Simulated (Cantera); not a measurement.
Adiabatic ignition

An adiabatic, constant-volume homogeneous reactor starts with 3.45 % CH₄, 20.3 % O₂, 76.3 % N₂, equivalence ratio 0.34, at 1075 K and 11.0 bar.

Model: GRI-Mech 3.0 (53 species, 325 reactions), integrated in Cantera.

| t (s) | T (K) | P (bar) | x CH₄ | x O₂ | x CO | x N₂O | x NO₂ | x C₂H₄ | x CH₂O |
|---|---|---|---|---|---|---|---|---|---|
| 3.00e-6 | 1075 | 11.0 | 0.0345 | 0.203 | <1e-12 | <1e-12 | <1e-12 | <1e-12 | 5.49e-12 |
| 7.54e-6 | 1075 | 11.0 | 0.0345 | 0.203 | <1e-12 | <1e-12 | <1e-12 | <1e-12 | 3.49e-11 |
| 1.89e-5 | 1075 | 11.0 | 0.0345 | 0.203 | <1e-12 | <1e-12 | <1e-12 | <1e-12 | 2.21e-10 |
| 4.75e-5 | 1075 | 11.0 | 0.0345 | 0.203 | <1e-12 | <1e-12 | <1e-12 | <1e-12 | 1.42e-9 |
| 0.000119 | 1075 | 11.0 | 0.0345 | 0.203 | 6.98e-12 | <1e-12 | <1e-12 | <1e-12 | 9.37e-9 |
| 0.000300 | 1075 | 11.0 | 0.0345 | 0.203 | 1.26e-10 | <1e-12 | <1e-12 | 9.66e-12 | 6.72e-8 |
| 0.000754 | 1075 | 11.0 | 0.0345 | 0.203 | 2.79e-9 | 1.04e-12 | <1e-12 | 2.57e-10 | 5.69e-7 |
| 0.00189 | 1075 | 11.0 | 0.0345 | 0.203 | 8.06e-8 | 7.30e-12 | <1e-12 | 6.28e-9 | 5.07e-6 |
| 0.00475 | 1075 | 11.0 | 0.0345 | 0.203 | 1.80e-6 | 4.37e-11 | <1e-12 | 7.58e-8 | 3.13e-5 |
| 0.0119 | 1080 | 11.0 | 0.0340 | 0.202 | 7.01e-5 | 3.85e-10 | <1e-12 | 2.82e-6 | 0.000285 |
| 0.0300 | 2040 | 20.9 | <1e-12 | 0.134 | 3.80e-5 | 1.65e-6 | 1.30e-6 | <1e-12 | <1e-12 |
| 0.0754 | 2038 | 20.9 | <1e-12 | 0.133 | 3.75e-5 | 1.64e-6 | 5.38e-6 | <1e-12 | <1e-12 |
| 0.189 | 2033 | 20.8 | <1e-12 | 0.132 | 3.63e-5 | 1.62e-6 | 1.42e-5 | <1e-12 | <1e-12 |
| 0.475 | 2027 | 20.7 | <1e-12 | 0.131 | 3.46e-5 | 1.60e-6 | 2.77e-5 | <1e-12 | <1e-12 |
| 1.19 | 2022 | 20.7 | <1e-12 | 0.131 | 3.35e-5 | 1.58e-6 | 3.66e-5 | <1e-12 | <1e-12 |
| 3.00 | 2022 | 20.7 | <1e-12 | 0.130 | 3.34e-5 | 1.58e-6 | 3.76e-5 | <1e-12 | <1e-12 |
x: mole fraction; the columns are a selection and need not sum to one.

```
Quantity                                                             Value
---------------------------------  ---------------------------------------
time of steepest temperature rise                                  16.5 ms
temperature at 3.00 s                                               2022 K
equilibrium temperature                                             2022 K
x(CH₄) at 3.00 s                     <1e-12 (gas-phase equilibrium <1e-12)
x(O₂) at 3.00 s                        0.130 (gas-phase equilibrium 0.130)
x(CO) at 3.00 s                    3.34e-5 (gas-phase equilibrium 3.34e-5)
```
